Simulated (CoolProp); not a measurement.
Properties of vinyl chloride along the isotherm 46.05 °C (Tc = 151.9 °C, pc = 56.00 bar, ω = 0.160).

Values from CoolProp's reference Helmholtz-energy equation of state, Thol 2022.

```
p (bar)   phase  density (kg/m³)  cp (kJ/(kg K))  cv (kJ/(kg K))  isothermal compressibility (1/MPa)  fugacity coefficient
-------  ------  ---------------  --------------  --------------  ----------------------------------  --------------------
15.6     liquid            860.6           1.577               ?                            0.003280                0.4172
31.1     liquid            864.9           1.565          0.9424                            0.003116                0.2183
46.7     liquid                ?           1.554          0.9433                            0.002968                     ?
62.2     liquid            872.9           1.545          0.9442                            0.002836                0.1188
77.8     liquid            876.7           1.536          0.9451                                   ?               0.09902
93.3     liquid            880.3           1.528          0.9460                            0.002609               0.08607
109      liquid            883.9           1.521          0.9469                            0.002509               0.07683
124      liquid            887.1           1.514          0.9478                            0.002421               0.07028
140      liquid            890.5           1.508          0.9488                            0.002335               0.06494
```

Problem. Some entries are withheld; supply them.

Solution. 
- 15.6, cv (kJ/(kg K)): 0.9416
- 46.7, density (kg/m³): 869.0
- 46.7, fugacity coefficient: 0.1517
- 77.8, isothermal compressibility (1/MPa): 0.002717
